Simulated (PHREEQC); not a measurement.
PHREEQC input (Pitzer model, pitzer.dat):

```
SOLUTION 1
  temp 25
  units mol/kgw
  pH 7 charge
  Cl 0.34
  K 0.34
END
SELECTED_OUTPUT 1
  -reset false
  -pH true
  -pe true
  -ionic_strength true
  -water true
  -totals Cl K Na S
  -molalities H+ Na+ K+ Cl- SO4-2 OH- HSO4-
  -equilibrium_phases Thenardite Arcanite Glaserite Halite Mirabilite Misenite Sylvite
PRINT
  -reset false
USE solution 1
REACTION_PRESSURE 1
  1 50 100 200 300 400 500 600 800 1000
EQUILIBRIUM_PHASES 1
  Thenardite 0 30
  Arcanite 0 0
  Glaserite 0 0
  Halite 0 0
  Mirabilite 0 0
  Misenite 0 0
  Sylvite 0 0
END
```

Selected output (columns that matter, 10 of 10 rows; P (atm) added in front):

```
P (atm)	pH	mu	Cl	K	Na	S	m_H+	m_Na+	m_K+	m_Cl-	m_SO4-2	Thenardite	Glaserite	Mirabilite
1	7.3034	9.3055	2.904	0.8679	6.3038	2.1338	1.2292e-08	6.3038	0.8679	2.904	2.1338	24.69	0.079462	4.9007
50	7.2928	9.326	2.9742	0.86866	6.34	2.1173	1.2229e-08	6.34	0.86866	2.9742	2.1173	24.681	0.080232	4.9161
100	7.282	9.3345	3.0476	0.86829	6.3705	2.0956	1.2195e-08	6.3705	0.86829	3.0476	2.0956	24.673	0.081043	4.9314
200	7.2613	9.323	3.196	0.86472	6.416	2.0423	1.2196e-08	6.416	0.86472	3.196	2.0423	24.657	0.08267	4.9601
300	7.2416	9.2829	3.3432	0.85811	6.4449	1.9799	1.2272e-08	6.4449	0.85811	3.3432	1.9799	24.644	0.084244	4.9861
400	7.2228	9.2209	3.4868	0.84903	6.4605	1.9114	1.2406e-08	6.4605	0.84903	3.4868	1.9114	24.633	0.085737	5.0094
500	7.205	9.143	3.6248	0.83798	6.4657	1.8394	1.2584e-08	6.4657	0.83798	3.6248	1.8394	24.623	0.087133	5.03
600	7.1883	9.0529	3.7563	0.82524	6.4621	1.7655	1.2798e-08	6.4621	0.82524	3.7563	1.7655	24.615	0.088435	5.0482
800	7.1583	8.8584	3.9903	0.7966	6.4391	1.6227	1.3289e-08	6.4391	0.7966	3.9903	1.6227	24.603	0.090708	5.0777
1000	7.1329	8.6561	4.1826	0.76459	6.4003	1.4912	1.3834e-08	6.4003	0.76459	4.1826	1.4912	24.594	0.092616	5.0994
```
